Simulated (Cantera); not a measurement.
Input (Python, Cantera) and output of one run.

```python
import numpy as np
import cantera as ct

gas_names = """
    H HO2 H2 H2O H2O2 O OH O2 O3 Si SiH SiH2 SiH3 SiH4 SiO SiO2 Si2 Si3
""".split()
cond_names = """
    H2O(s) H2O(L) Si(cr) Si(L) SiO2(Lqz) SiO2(hqz) SiO2(L)
""".split()


# ... load() reads the species with a 1 bar reference pressure and builds the phases ...
atoms = {
    'SiH4': {'Si': 1, 'H': 4},
    'O2': {'O': 2},
    'H2': {'H': 2},
}
top_T = {}  # K; cautious upper limits of use, not melting points


# ... equilibrate(T, P, feed) seeds the gas with the atoms and calls Mixture.equilibrate('TP', solver="vcs", rtol=1e-11, max_steps=5000) ...
results = []
feed = {'SiH4': 1, 'O2': 0.26, 'H2': 2.5}  # mol
T = 825  # K
P = 100000  # Pa
mix = equilibrate(T, P, feed)
results.append((T, P, feed, dict(zip(mix.species_names, mix.species_moles))))
print(gas.report(threshold=1e-06))
for i in range(1, mix.n_phases):
    print(f"{mix.phase(i).name:16s} {mix.phase_moles(i):12.5e} mol")
```

Result:

```
       temperature   825 K
          pressure   1e+05 Pa
           density   0.02939 kg/m^3
  mean mol. weight   2.016 kg/kmol
   phase of matter   gas

                          1 kg             1 kmol
                     ---------------   ---------------
          enthalpy        7.6583e+06        1.5439e+07  J
   internal energy        4.2558e+06        8.5797e+06  J
           entropy             79597        1.6047e+05  J/K
    Gibbs function        -5.801e+07       -1.1695e+08  J
 heat capacity c_p             14734             29704  J/K
 heat capacity c_v             10610             21389  J/K

                      mass frac. Y      mole frac. X     chem. pot. / RT
                     ---------------   ---------------   ---------------
                H2                 1                 1           -17.049
     [  +17 minor]        3.6195e-06        2.2721e-07

Si(cr)            7.39999e-01 mol
SiO2(Lqz)         2.60000e-01 mol
```

These are equilibrium values from Cantera (NASA tables, ideal gas, pure condensed phases), not measurements of a reactor.
